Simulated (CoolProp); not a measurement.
A simple Rankine cycle with water: condensing at 317.15 K, boiler at 3.29 MPa, turbine inlet 662.1 K, turbine efficiency 0.85, pump efficiency 0.7, no recuperator. Each further row changes one setting.

Values from CoolProp's reference Helmholtz-energy equation of state, Wagner 2002.

```
case                             thermal efficiency (%)  net work (kJ/kg)  heat in (kJ/kg)  turbine exit temperature (K)  volume ratio over the turbine
-------------------------------  ----------------------  ----------------  ---------------  ----------------------------  -----------------------------
as stated                                          29.4               [?]             3010                         317.2                            [?]
turbine inlet 682.1 K                              29.6               [?]             3060                         317.2                            157
condensing temperature 309.15 K                    30.5               928             3050                         309.2                            [?]
boiler pressure 2.3 MPa                            28.1               852             3030                         317.2                            113
turbine efficiency 0.75                            25.9               [?]             3010                         317.2                            [?]
```

Task: Complete the blanks.

Result: 
- as stated, net work (kJ/kg): 885
- as stated, volume ratio over the turbine: 161
- turbine inlet 682.1 K, net work (kJ/kg): 906
- condensing temperature 309.15 K, volume ratio over the turbine: 237
- turbine efficiency 0.75, net work (kJ/kg): 780
- turbine efficiency 0.75, volume ratio over the turbine: 169

The expansion ends wet for: as stated; turbine inlet 682.1 K; condensing temperature 309.15 K; boiler pressure 2.3 MPa; turbine efficiency 0.75.
